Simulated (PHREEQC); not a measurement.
A PHREEQC speciation (ion-association model, wateq4f.dat) at 45 °C gives pH 5.64 and these molalities:

```csv
species,mol/kgw
SO4-2,0.0308
Fe+2,0.0307
FeSO4,0.0282
FeOH+,8.27e-6
```

Task: What are the element totals, and what could have been dissolved in 1 kg of water to give them?

Result: This is not unique; one that fits is totals Fe(2) 0.0590, S(6) 0.0590 mol/kgw, from 59 mmol/kgw FeSO4.

This is a speciation only: nothing precipitates in the calculation. At this temperature some constants are extrapolated from 25 °C, and those without enthalpy data are left unchanged.
